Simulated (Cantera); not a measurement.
Feed: 1 mol Fe₂O₃, 0.47 mol H₂S, 24 mol N₂, at 775 K and 10.0 mbar.

Method: chemical equilibrium by Gibbs-energy minimisation in Cantera with the NASA 1993 tables (ideal gas, pure condensed phases). FeS: taken at fixed stoichiometry. Gases not in the tables: S₃ to S₇. Rates play no part.

| species | before | after |
|---|---|---|
| N₂ | 0.975 | 0.965 |
| H₂O | 0.0189 | 0.0155 |
| SO₂ | 0.00575 | 0.0122 |
| SO | 2.87e-8 | 0.000353 |
| SH | 5.35e-9 | 3.36e-5 |
| H₂ | 3.00e-5 | 0.00326 |
| S₂ | 0.000262 | 0.00309 |
| S₂O | 3.30e-6 | 2.34e-5 |
| H₂S | 0.000150 | 0.000111 |
| FeS(s), mol | 0.312 | 0 |
| Fe₃O₄(s), mol | 0.563 | 0 |
| FeO(s), mol | 0 | 2.00 |
Gas species are given as mole fractions.

Q: What was changed between the two runs?
A. temperature from 775 K to 1098 K
B. H₂S from 0.47 to 1.4 mol
C. temperature from 775 K to 1400 K
D. temperature from 775 K to 1625 K

A: C, temperature from 775 K to 1400 K. The tables' stoichiometric FeO is somewhat more stable than real wüstite, so its field is too wide. FeO: taken at fixed stoichiometry
